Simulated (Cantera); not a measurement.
A closed system holds: 1 mol B, 15 mol H₂O, 85 mol N₂, equilibrated at 9.00 Torr.

Cantera equilibrium calculation (NASA polynomials, part measured and part estimated; ideal gas, pure solids and liquids). Candidate condensed phases: B, BN, B₂O₃, B₃O₃H₃, H₂O; 39 gas species. Equilibrium is a limit: real reactors are often held back by kinetics, nucleation or transport.

Task: At 1552 °C, list the 7 most abundant gas species with their mole fractions, and the condensed phases.

Result: N₂ 0.845, H₂O 0.129, H₂ 0.0149, HBO₂ 0.00980, H 0.000492, OH 0.000296, B₂O₃ 5.75e-5. Condensed: gas only.
